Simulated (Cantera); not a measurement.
Input: 1 mol borazine, 0.43 mol H₂O, 1.3 mol N₂, held at 2.60 mbar.

Cantera equilibrium calculation (NASA polynomials, part measured and part estimated; ideal gas, pure solids and liquids). Candidate condensed phases: B, BN, B₂O₃, B₃O₃H₃, H₂O; 39 gas species. The feed counts by its element totals alone. Mutual solubility and eutectic melting of coexisting phases are not modelled. Equilibrium is a limit: real reactors are often held back by kinetics, nucleation or transport.

Q: Which condensed phases are stable at each of these points (T (K)): 1298, 1373, 1448, 1523, 1598, 1673, 1748, 1823, 1898, 1973, 2048, 2123, 2198?

A: 
```tsv
T (K)	condensed phases	B condensed (%)
1298	BN(s) + B₂O₃(l)	99.7
1373	BN(s) + B₂O₃(l)	99.2
1448	BN(s) + B₂O₃(l)	97.4
1523	BN(s) + B₂O₃(l)	91.1
1598	BN(s)	89.4
1673	BN(s)	88.1
1748	BN(s)	86.9
1823	BN(s)	86.2
1898	BN(s)	85.8
1973	BN(s)	85.7
2048	BN(s)	85.6
2123	BN(s)	85.4
2198	B(s)	85.1
```

From 1298 K to 1523 K the condensed part is BN(s) + B₂O₃(l). From 1598 K to 2123 K the condensed part is BN(s). At 2198 K the condensed part is B(s).
